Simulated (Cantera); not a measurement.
Feed: 1 mol H2S, 5.5 mol H2, equilibrated at 1552 °C and 83.0 Pa.

Equilibrium computed with Cantera from the NASA thermochemical tables; the gas is ideal and each condensed phase is pure. Candidate condensed phases: S; 7 gas species. Kinetics and transport are ignored.

Base state: H2 0.902, S2 0.0586, H 0.0145, SH 0.0107, S 0.00761, H2S 0.00626 (mole fractions); condensed: gas only.

### Question
What changes in the equilibrium state with this change: pressure from 83.0 Pa to 101000 Pa?

### Answer
```tsv
species	before	after
H2	0.902	0.865
H2S	0.00626	0.112
S2	0.0586	0.0166
H	0.0145	0.000407
SH	0.0107	0.00560
S	0.00761	0.000116
```
